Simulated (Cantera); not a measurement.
Input: 1 mol Si2Cl6, 23 mol N2, 0.32 mol H2, at 8.20 Pa.

Cantera equilibrium calculation (NASA polynomials, part measured and part estimated; ideal gas, pure solids and liquids). Candidate condensed phases: NH4Cl, Si, Si3N4; 28 gas species. The feed counts by its element totals alone. N2 is the only nitrogen source here; it is nearly inert below about 1500 K, so the nitride shown seldom forms there in practice. The tables' values for SiCl3 are old estimates; treat these amounts as uncertain. Equilibrium is a limit: real reactors are often held back by kinetics, nucleation or transport.

log p: log10 of the partial pressure in bar; n: condensed amount in mol.

```
T (K)  log p N2  log p SiCl4  log p SiCl2  log p HCl  log p SiCl3  n Si3N4(s)
-----  --------  -----------  -----------  ---------  -----------  ----------
925       -4.12        -5.35        -9.20      -5.68        -8.07       0.218
975       -4.12        -5.35        -8.38      -5.68        -7.59       0.218
1025      -4.12        -5.35        -7.64      -5.68        -7.16       0.216
1075      -4.12        -5.37        -6.98      -5.68        -6.77       0.209
1125      -4.12        -5.40        -6.39      -5.68        -6.44           …
1175      -4.13        -5.49        -5.88      -5.69        -6.18           …
1225      -4.13        -5.70        -5.48      -5.70        -6.04           …
1275      -4.13        -5.77        -5.43      -5.69        -6.01           …
```

Q: Some entries are withheld; supply them.

A: 
- 1125, n Si3N4(s): 0.189
- 1175, n Si3N4(s): 0.135
- 1225, n Si3N4(s): 0.0234
- 1275, n Si3N4(s): 0
